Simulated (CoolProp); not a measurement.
Model: reference Helmholtz-energy equation of state, Tillner-Roth 1997, in CoolProp.

Problem. For CH2F2 (R32), give the phase and the expansivity (1/kK), viscosity (µPa s), fugacity coefficient at -100.55 °C and 0.0829 MPa.

Solution. 
- -100.55 °C and 0.0829 MPa: liquid; expansivity 1.86, viscosity 695, fugacity coefficient 0.0437

Viscosity comes from a separate model (Bell 2016), an estimate that may be off by 10 % or more.
